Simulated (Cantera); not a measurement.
**Equilibrium for carbothermic reduction: CuO + CO + H2**

A closed system holds: 1 mol CuO, 1.1 mol CO, 9.4 mol H2, equilibrated at 32000 Pa.

Equilibrium computed with Cantera from the NASA thermochemical tables; the gas is ideal and each condensed phase is pure. Candidate condensed phases: C, C6H6, C7H8, C8H18, Cu, CuO, Cu(OH)2, Cu2O, H2O; 113 gas species. Equilibrium is a limit: real reactors are often held back by kinetics, nucleation or transport.

From 1948 K to 2198 K the condensed part is Cu(l). From 2223 K to 2273 K nothing is condensed. The main Cu-bearing gas is Cu throughout.

| T (K) | log p H2 | log p CO | log p H2O | log p Cu | log p H | log p CO2 | n Cu(l) |
|---|---|---|---|---|---|---|---|
| 1948 | -0.59 | -1.49 | -1.53 | -2.58 | -3.24 | -3.07 | 0.913 |
| 1973 | -0.60 | -1.49 | -1.53 | -2.48 | -3.17 | -3.08 | 0.888 |
| 1998 | -0.60 | -1.49 | -1.53 | -2.37 | -3.09 | -3.09 | 0.858 |
| 2023 | -0.60 | -1.49 | -1.54 | -2.27 | -3.02 | -3.10 | 0.821 |
| 2048 | -0.60 | -1.50 | -1.54 | -2.18 | -2.95 | -3.11 | 0.774 |
| 2073 | -0.60 | -1.50 | -1.54 | -2.08 | -2.88 | -3.12 | 0.718 |
| 2098 | -0.61 | -1.50 | -1.54 | -1.99 | -2.82 | -3.13 | 0.648 |
| 2123 | -0.61 | -1.50 | -1.55 | -1.90 | -2.75 | -3.14 | 0.563 |
| 2148 | -0.62 | -1.51 | -1.55 | -1.81 | -2.69 | -3.15 | 0.458 |
| 2173 | -0.62 | -1.51 | -1.56 | -1.73 | -2.63 | -3.16 | 0.331 |
| 2198 | -0.63 | -1.52 | -1.56 | -1.64 | -2.57 | -3.17 | 0.176 |
| 2223 | -0.63 | -1.53 | -1.57 | -1.56 | -2.51 | -3.19 | 0 |
| 2248 | -0.64 | -1.53 | -1.57 | -1.56 | -2.45 | -3.19 | 0 |
| 2273 | -0.64 | -1.53 | -1.57 | -1.56 | -2.39 | -3.20 | 0 |
log p: log10 of the partial pressure in bar; n: condensed amount in mol.
